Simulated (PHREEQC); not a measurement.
Make-up at 20 °C: 0.0047 mol KOH, 0.0051 mol Na2SiO3 and 0.44 mol (CH3)4NCl per kg of water. Closed to the air; pH follows from the charge balance.

Equilibrium calculation in PHREEQC: ion-association model, wateq4f.dat.

Problem. The ionic strength comes out as 0.455 mol/kgw. What activity coefficients do K+, Na+, H2SiO4-2, Cl-, H3SiO4- get?

Solution. K+ 0.65, Na+ 0.71, H2SiO4-2 0.24, Cl- 0.65, H3SiO4- 0.66.

Precipitation was switched off in this run. (CH3)4N+ isn't in the database: it is added as a free cation with an ion size of 4 Å.
